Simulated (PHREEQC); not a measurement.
A solution holds 0.23 mol HF, 0.011 mol H2SiF6, 0.0021 mol HBF4 and 0.00077 mol HNO3 per kg of water, at 25 °C. Closed to the air; pH follows from the charge balance.

Equilibrium calculation in PHREEQC: ion-association model, phreeqc.dat.

| quantity | before | after |
|---|---|---|
| pH | 1.52 | 1.76 |
| ionic strength (mol/kgw) | 0.0465 | 0.0534 |
| HF (mol/kgw) | 0.215 | 0.205 |
| F- (mol/kgw) | 0.00583 | 0.00982 |
| HF2- (mol/kgw) | 0.00480 | 0.00771 |
| BF3OH- (mol/kgw) | 3.54e-6 | 3.71e-6 |

Question: What was changed between the two runs?
A. H2SiF6 replaced by Na2SiF6 at the same molality
B. H2SiF6 left out
C. diluted 100-fold with water
D. HBF4 from 0.0021 to 0.021 mol/kgw
E. temperature from 25 to 90 °C

Answer: A, H2SiF6 replaced by Na2SiF6 at the same molality

This is a speciation only: nothing precipitates in the calculation. SiF6-2 is the database's only silicon fluoride. Real BF4- forms and hydrolyses slowly; the run takes it at equilibrium.
